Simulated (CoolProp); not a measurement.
Vapour-liquid equilibrium of sulfur hexafluoride (1) + R113 (2) at -13.15 °C; x and y are mole fractions of (1).

Model: multi-fluid Helmholtz-energy mixture model, Guder 2009 and Marx 1992; pair parameters Bell 2016, in CoolProp.

```tsv
x	bubble pressure, mixture model (bar)	bubble pressure, Raoult's law (bar)	y, mixture model	y, Raoult's law
0.05	0.9838	0.5000	0.921	0.855
0.2	1.679	1.770	0.954	0.965
0.35	…	3.041	0.964	0.984
0.5	2.697	4.311	…	0.991
0.65	3.948	5.582	0.990	0.995
0.8	…	6.852	0.997	0.998
0.95	7.964	8.123	1.000	1.000
```

### Question
Fill in the missing entries.

### Answer

- 0.35, bubble pressure, mixture model (bar): 2.018
- 0.5, y, mixture model: 0.977
- 0.8, bubble pressure, mixture model (bar): 5.855

The largest gap from Raoult's law is +96.8 % in bubble pressure, at x = 0.05. No azeotrope shows between x = 0.05 and 0.95.

Pair parameters are fitted to limited data, so mixtures are less certain than the pure fluids. The gap from Raoult's law changes sign with composition, which may be real or a fault of the pair parameters; it wasn't checked against measurements. With so large a gap from Raoult's law the liquid may split in two, which this calculation doesn't test in full.
